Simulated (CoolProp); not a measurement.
A single-stage vapour-compression cycle with R142b: evaporating at 235.15 K (dew point), condensing at 303.15 K (bubble point), superheat 2 K, subcooling 2 K, compressor efficiency 0.8, no pressure losses. Each further row changes one setting.

Model: reference Helmholtz-energy equation of state, Lemmon 2006, in CoolProp. It is a short technical equation, of lower accuracy than the large ones.

| case | cooling COP | pressure ratio | discharge temperature (K) | refrigerating effect (kJ/kg) | volumetric capacity (kJ/m³) |
|---|---|---|---|---|---|
| as stated | 2.13 | 14.8 | 335.6 | 158 | 217 |
| evaporating temperature 240.15 K | 2.41 | 11.4 | 331.7 | 161 | 282 |
| condensing temperature 298.15 K | 2.37 | 12.7 | 329.7 | 165 | 226 |
| subcooling 7 K | ? | 14.8 | 335.6 | 165 | 226 |
| superheat 12 K | 2.14 | 14.8 | 346.7 | ? | 218 |
| compressor efficiency 0.7 | ? | 14.8 | 346.7 | 158 | 217 |

### Question
What belongs in the gaps?

### Answer

- subcooling 7 K, cooling COP: 2.22
- superheat 12 K, refrigerating effect (kJ/kg): 166
- compressor efficiency 0.7, cooling COP: 1.87
